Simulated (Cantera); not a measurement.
Input: 1 mol B₂O₃, 1.6 mol H₂, held at 1952 °C.

These are equilibrium values from Cantera (NASA tables, ideal gas, pure condensed phases), not measurements of a reactor. Candidate condensed phases: B, B₂O₃, B₃O₃H₃, H₂O; 23 gas species. Rates play no part.

Problem. At 1.00 bar, list the 6 most abundant gas species with their mole fractions, and the condensed phases.

Solution. H₂ 0.499, B₂O₃ 0.251, HBO₂ 0.122, HBO 0.0797, B₂O₂ 0.0256, BO 0.00870. Condensed: gas only.
